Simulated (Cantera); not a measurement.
# Thermodynamics of chlorosilane synthesis and conversion, feed Si + Cl2 + H2

Input: 1 mol Si, 1.9 mol Cl2, 8 mol H2, held at 0.560 bar.

Cantera equilibrium calculation (NASA polynomials, part measured and part estimated; ideal gas, pure solids and liquids). Candidate condensed phases: Si; 19 gas species. The tables' values for SiCl3 are old estimates; treat these amounts as uncertain. The numbers say what is thermodynamically allowed, not how fast it happens.

```json
[
 {"T (K)": "573", "x H2": "0.888", "x HCl": "5.12e-5", "x SiCl4": "0.0901", "x SiCl2": "3.26e-11", "x SiHCl3": "0.0220", "x SiCl3": "3.60e-8", "n Si(s)": "0"},
 {"T (K)": "673", "x H2": "0.887", "x HCl": "0.000453", "x SiCl4": "0.0898", "x SiCl2": "5.59e-9", "x SiHCl3": "0.0222", "x SiCl3": "1.04e-6", "n Si(s)": "0"},
 {"T (K)": "773", "x H2": "0.886", "x HCl": "0.00209", "x SiCl4": "0.0883", "x SiCl2": "2.85e-7", "x SiHCl3": "0.0236", "x SiCl3": "1.32e-5", "n Si(s)": "0"},
 {"T (K)": "873", "x H2": "0.882", "x HCl": "0.00597", "x SiCl4": "0.0847", "x SiCl2": "7.18e-6", "x SiHCl3": "0.0268", "x SiCl3": "0.000102", "n Si(s)": "0"},
 {"T (K)": "973", "x H2": "0.875", "x HCl": "0.0124", "x SiCl4": "0.0789", "x SiCl2": "0.000108", "x SiHCl3": "0.0314", "x SiCl3": "0.000546", "n Si(s)": "0"},
 {"T (K)": "1073", "x H2": "0.866", "x HCl": "0.0214", "x SiCl4": "0.0714", "x SiCl2": "0.00101", "x SiHCl3": "0.0355", "x SiCl3": "0.00212", "n Si(s)": "0"},
 {"T (K)": "1173", "x H2": "0.852", "x HCl": "0.0402", "x SiCl4": "0.0646", "x SiCl2": "0.00432", "x SiHCl3": "0.0319", "x SiCl3": "0.00532", "n Si(s)": "0.0281"},
 {"T (K)": "1273", "x H2": "0.829", "x HCl": "0.0661", "x SiCl4": "0.0524", "x SiCl2": "0.0136", "x SiHCl3": "0.0263", "x SiCl3": "0.0104", "n Si(s)": "0.0463"},
 {"T (K)": "1373", "x H2": "0.801", "x HCl": "0.0951", "x SiCl4": "0.0354", "x SiCl2": "0.0325", "x SiHCl3": "0.0188", "x SiCl3": "0.0158", "n Si(s)": "0.0325"},
 {"T (K)": "1473", "x H2": "0.772", "x HCl": "0.123", "x SiCl4": "0.0187", "x SiCl2": "0.0566", "x SiHCl3": "0.0111", "x SiCl3": "0.0176", "n Si(s)": "0"}
]
```
x: gas mole fraction; n: condensed amount in mol.

From 573 K to 1073 K nothing is condensed. From 1173 K to 1373 K the condensed part is Si(s). At 1473 K nothing is condensed. The main Si-bearing gas is SiCl4 at 573 K and SiCl2 at 1473 K.
